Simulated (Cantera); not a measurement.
# Si + HCl + H₂ (chlorosilane synthesis and conversion)

Feed: 1 mol Si, 0.83 mol HCl, 1.7 mol H₂, at 67000 Pa.

Method: chemical equilibrium by Gibbs-energy minimisation in Cantera with the NASA 1993 tables (ideal gas, pure condensed phases). Candidate condensed phases: Si; 19 gas species. The tables' values for SiCl₃, SiCl are old estimates; treat these amounts as uncertain. Gases not in the tables: Si₂H₆ and higher silanes. Rates play no part.

```
T (K)   x H₂     x HCl   x SiCl₂  x SiCl₄  x SiHCl₃   x SiCl₃  n Si(s)  n Si(l)
-----  -----  --------  --------  -------  --------  --------  -------  -------
523    0.899   4.28e-6  5.51e-12   0.0585    0.0417   7.17e-9    0.767        0
673    0.899  0.000174   2.14e-8   0.0600    0.0392   1.66e-6    0.768        0
823    0.898   0.00179   3.94e-6   0.0611    0.0369   5.18e-5    0.770        0
973    0.894   0.00881  0.000140   0.0604    0.0345  0.000542    0.775        0
1123   0.880    0.0273   0.00179   0.0555    0.0306   0.00283    0.784        0
1273   0.852    0.0607    0.0112   0.0421    0.0236   0.00848    0.794        0
1423   0.814    0.0997    0.0368   0.0210    0.0133    0.0140    0.790        0
1573   0.785     0.124    0.0667  0.00587   0.00491    0.0122    0.775        0
1723   0.773     0.135    0.0815  0.00125   0.00147   0.00737        0    0.769
```
x: gas mole fraction; n: condensed amount in mol.

From 523 K to 1573 K the condensed part is Si(s). At 1723 K the condensed part is Si(l). The main Si-bearing gas is SiCl₄ at 523 K and SiCl₂ at 1723 K. The share of Si in condensed phases is highest at 1273 K (79.4 %) and lowest at 523 K (76.7 %).
